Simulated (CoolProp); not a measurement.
A Linde-Hampson liquefier for dry air: isothermal reversible compression at 280 K from 1 atm to 15 MPa, throttling to 1 atm, return gas leaving the recuperator 0 K below the feed. Each further row changes one setting.

The numbers come from the reference Helmholtz-energy equation of state, Lemmon 2000 in CoolProp. It is a pseudo-pure fit of the blend.

| case | liquid yield per pass | compression work (kJ/kg of gas) |
|---|---|---|
| as stated | … | 398 |
| high pressure 30 MPa | … | … |
| warm-end temperature 310 K | … | … |
| warm-end gap 5 K | … | 398 |

What belongs in the gaps?


- as stated, liquid yield per pass: 0.081
- high pressure 30 MPa, liquid yield per pass: 0.121
- high pressure 30 MPa, compression work (kJ/kg of gas): 455
- warm-end temperature 310 K, liquid yield per pass: 0.060
- warm-end temperature 310 K, compression work (kJ/kg of gas): 444
- warm-end gap 5 K, liquid yield per pass: 0.070
